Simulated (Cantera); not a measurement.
**Adiabatic ignition**

An adiabatic, constant-volume homogeneous reactor starts with 11.7 % CO, 1.88 % H2, 14.1 % CH4, 15.2 % O2, 57.1 % N2, at 1223 K and 158 Torr.

Model: GRI-Mech 3.0 (53 species, 325 reactions), integrated in Cantera.

| t (s) | T (K) | P (bar) | x CO | x H2 | x CH4 | x CO2 | x H | x C2H2 | x O |
|---|---|---|---|---|---|---|---|---|---|
| 3.00e-6 | 1223 | 0.210 | 0.117 | 0.0188 | 0.141 | 8.14e-10 | 1.94e-10 | <1e-12 | 4.80e-10 |
| 1.50e-5 | 1223 | 0.210 | 0.117 | 0.0188 | 0.141 | 4.37e-9 | 5.68e-10 | <1e-12 | 7.58e-10 |
| 7.54e-5 | 1223 | 0.210 | 0.117 | 0.0188 | 0.141 | 2.45e-8 | 1.03e-9 | <1e-12 | 8.45e-10 |
| 0.000378 | 1223 | 0.210 | 0.117 | 0.0188 | 0.141 | 1.66e-7 | 3.77e-9 | <1e-12 | 1.33e-9 |
| 0.00189 | 1223 | 0.210 | 0.117 | 0.0188 | 0.141 | 1.48e-6 | 3.79e-8 | <1e-12 | 7.41e-9 |
| 0.00950 | 1226 | 0.210 | 0.117 | 0.0187 | 0.140 | 4.93e-5 | 5.31e-7 | 3.49e-9 | 9.15e-8 |
| 0.0476 | 1323 | 0.227 | 0.119 | 0.0211 | 0.127 | 0.00197 | 4.03e-6 | 1.12e-5 | 6.28e-7 |
| 0.239 | 2494 | 0.487 | 0.200 | 0.141 | 3.80e-12 | 0.0265 | 0.0133 | <1e-12 | 0.000138 |
| 1.20 | 2494 | 0.487 | 0.200 | 0.141 | 3.80e-12 | 0.0265 | 0.0133 | <1e-12 | 0.000138 |
| 6.00 | 2494 | 0.487 | 0.200 | 0.141 | 3.80e-12 | 0.0265 | 0.0133 | <1e-12 | 0.000138 |
x: mole fraction; the columns are a selection and need not sum to one.

- time of steepest temperature rise = 52.1 ms
- temperature at 6.00 s = 2494 K
- equilibrium temperature = 2494 K
- x(CO) at 6.00 s = 0.200 (gas-phase equilibrium 0.200)
- x(H2) at 6.00 s = 0.141 (gas-phase equilibrium 0.141)
- x(CH4) at 6.00 s = 3.80e-12 (gas-phase equilibrium 4.25e-12)
